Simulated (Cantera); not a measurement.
**Thermodynamics of silicon carbide growth, feed (CH3)2SiCl2 + C2H4 + H2**

A closed system holds: 1 mol (CH3)2SiCl2, 0.0089 mol C2H4, 17 mol H2, equilibrated at 950 K.

Method: chemical equilibrium by Gibbs-energy minimisation in Cantera with the NASA 1993 tables (ideal gas, pure condensed phases). Candidate condensed phases: C, C6H6, C7H8, C8H18, Si, SiC; 109 gas species. The feed counts by its element totals alone. The tables' values for SiCl3 are old estimates; treat these amounts as uncertain. Equilibrium is a limit: real reactors are often held back by kinetics, nucleation or transport.

From 1.00 mbar to 0.420 bar the condensed part is C(graphite) + SiC(s). At 1.00 bar the condensed part is SiC(s). The main Si-bearing gas is SiCl4 throughout. The share of Si in condensed phases is highest at 1.00 mbar (98.6 %) and lowest at 1.00 bar (64.3 %).

```tsv
P (Pa)	log p H2	log p HCl	log p CH4	log p SiCl4	log p SiHCl3	log p SiH2Cl2	log p SiCl3	log p SiCl2	n C(graphite)	n SiC(s)
100	-3.04	-4.03	-6.86	-6.21	-7.56	-9.90	-8.09	-8.45	1.03	0.986
240	-2.66	-3.67	-6.10	-5.51	-6.84	-9.17	-7.56	-8.10	1.04	0.971
560	-2.29	-3.32	-5.36	-4.86	-6.17	-8.48	-7.08	-7.78	1.06	0.946
1300	-1.92	-2.99	-4.62	-4.28	-5.55	-7.82	-6.64	-7.48	1.07	0.910
3200	-1.53	-2.65	-3.84	-3.70	-4.92	-7.13	-6.21	-7.19	1.06	0.862
7500	-1.16	-2.34	-3.10	-3.20	-4.36	-6.51	-5.83	-6.94	0.987	0.812
18000	-0.79	-2.03	-2.35	-2.70	-3.80	-5.89	-5.46	-6.70	0.751	0.759
42000	-0.43	-1.73	-1.63	-2.25	-3.28	-5.30	-5.12	-6.47	0.223	0.709
100000	-0.06	-1.50	-1.15	-1.79	-2.68	-4.57	-4.71	-6.11	0	0.643
```
log p: log10 of the partial pressure in bar; n: condensed amount in mol.
